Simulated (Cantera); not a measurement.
An isothermal, constant-pressure homogeneous reactor starts with 31.5 % H₂, 68.5 % O₂, equivalence ratio 0.23, at 1200 K and 18.0 Torr.

Computed with Cantera and the H2/O2 subset of GRI-Mech 3.0, which has no nitrogen chemistry. Radical loss at walls, strong at low pressure, is not modelled. The temperature is held fixed by assumption; the heat of reaction is taken as removed at once.

One state of this run: x H₂ = 3.85e-5; x O₂ = 0.626; x OH = 0.000581; x H₂O = 0.374; x H = 6.68e-6; x HO₂ = 1.47e-6. x: mole fraction; the columns are a selection and need not sum to one.

### Question
Which value of t (s) does it belong to?
A. 0.000468
B. 2.00e-5
C. 0.256
D. 0.0530

### Answer
D, 0.0530
